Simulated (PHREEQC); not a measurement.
0.037 g of hydrous ferric oxide (600 m²/g; 0.2 weak and 0.005 strong sites per Fe, Dzombak-Morel constants, diffuse double layer) in 1 kg of water with 0.05 mol/kgw of an inert sodium salt and 1.2e-05 mol/kgw BaCl2, at 25 °C; the pH is set by adding NaOH or the inert anion's acid. Oxygen is held at 0.21 atm. The system is closed to CO2. No solid was allowed to form.

The series has 17 steps of pH, from 3 to 11.

Computed with PHREEQC (ion-association model, wateq4f.dat).

Near which pH is half of the Ba sorbed, and on which side is more sorbed?

Near pH 10.1, with more sorbed at higher pH.

Complexes and solids missing from the database can't appear. The oxide is taken as insoluble; below pH 4 it would dissolve.
